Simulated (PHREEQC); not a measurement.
1 kg of water meets 20 L of dry gas (CO2 1 by moles) at fixed total pressure, at 10 °C; fugacities by Peng-Robinson. The gases take part in no redox reaction, some water evaporates into the gas, and hydrates or a liquid gas phase aren't modelled. Nothing may precipitate in this run.

The numbers come from PHREEQC with the Pitzer model, pitzer.dat.

```tsv
P (atm)	dissolved CO2 (all carbonate carbon) (mol/kgw)	φ of CO2	pH
1	0.0529	0.994	3.87
2	0.105	0.987	…
3	0.157	0.981	3.63
5	0.257	0.968	3.52
7.5	…	0.952	…
10	…	0.936	3.38
15	…	0.905	…
20	0.903	0.874	3.25
```

Q: Fill in the missing entries.

A: 
- 2, pH: 3.72
- 7.5, dissolved CO2 (all carbonate carbon) (mol/kgw): 0.378
- 7.5, pH: 3.44
- 10, dissolved CO2 (all carbonate carbon) (mol/kgw): 0.493
- 15, dissolved CO2 (all carbonate carbon) (mol/kgw): 0.708
- 15, pH: 3.30

Complexes and solids missing from the database can't appear. Away from 25 °C the constants follow the database's enthalpies or fits; those with neither stay at their 25 °C values.
